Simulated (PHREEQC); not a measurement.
PHREEQC input (ion-association model, phreeqc.dat):

```
SOLUTION_SPECIES
  CO3-2 + 10 H+ + 8 e- = CH4 + 3 H2O  # shut off: no methane
    -log_k -100
    -delta_h 0
    -analytic -100
  SO4-2 + 9 H+ + 8 e- = HS- + 4 H2O  # shut off: sulfate is not reduced
    -log_k -100
    -delta_h 0
    -analytic -100
SOLUTION 1
  temp 25
  units mol/kgw
  pH 7 charge
  S(6) 0.081
  Na 0.162
END
SELECTED_OUTPUT 1
  -reset false
  -pH true
  -pe true
  -ionic_strength true
  -water true
  -totals C Na S C(-4) C(4) S(-2) S(6) Sg
  -molalities H+ Na+ CO3-2 SO4-2 OH- HCO3- CO2 (CO2)2 HSO4- S-2
    HS- H2S NaOH NaCO3- NaHCO3 NaSO4-
USER_PUNCH 1
  -headings p_CO2(g) phi_CO2(g) p_H2Sg(g) phi_H2Sg(g) p_H2O(g) phi_H2O(g) density
  10 PUNCH PR_P("CO2(g)"), PR_PHI("CO2(g)"), PR_P("H2Sg(g)"), PR_PHI("H2Sg(g)"), PR_P("H2O(g)"), PR_PHI("H2O(g)"), RHO
PRINT
  -reset false
USE solution 1
REACTION_TEMPERATURE 1
  50
GAS_PHASE 1
  -fixed_pressure
  -pressure 1
  -temperature 50
  -volume 20
  CO2(g) 0.37
  H2Sg(g) 0.63
  H2O(g) 0
END
# ... the last block is repeated for the other 6 points of P (atm)
```

Selected output (columns that matter, 7 of 7 rows; P (atm) added in front):

```
P (atm)	pH	mu	C	Na	S	Sg	m_H+	p_CO2(g)	phi_CO2(g)	p_H2Sg(g)	phi_H2Sg(g)	p_H2O(g)	phi_H2O(g)	density
1	4.3144	0.21284	0.0062435	0.16229	0.081147	0.028537	6.1537e-05	0.33291	0.99585	0.54516	0.99368	0.12192	0.99107	0.99801
2	4.1505	0.21278	0.013231	0.16228	0.081139	0.060366	8.9746e-05	0.71259	0.99159	1.1645	0.98728	0.1229	0.98319	0.99808
3	4.059	0.21275	0.020133	0.16228	0.081138	0.091689	0.0001108	1.092	0.98736	1.7841	0.98093	0.1239	0.97536	0.99815
5	3.9468	0.2127	0.033695	0.16228	0.08114	0.15287	0.00014345	1.8499	0.97896	3.0241	0.96828	0.12592	0.95975	0.99829
7.5	3.86	0.21267	0.050212	0.16229	0.081144	0.22665	0.00017519	2.7956	0.96854	4.5758	0.95256	0.12854	0.94035	0.99846
10	3.7997	0.21264	0.066261	0.1623	0.081149	0.29748	0.00020128	3.7395	0.95821	6.1292	0.93693	0.13127	0.92105	0.99862
15	3.717	0.2126	0.096992	0.16232	0.081161	0.43051	0.00024345	5.6219	0.93781	9.2411	0.90593	0.13705	0.88269	0.99896
```

Complexes and solids missing from the database can't appear. Constants without temperature data keep their 25 °C values here.
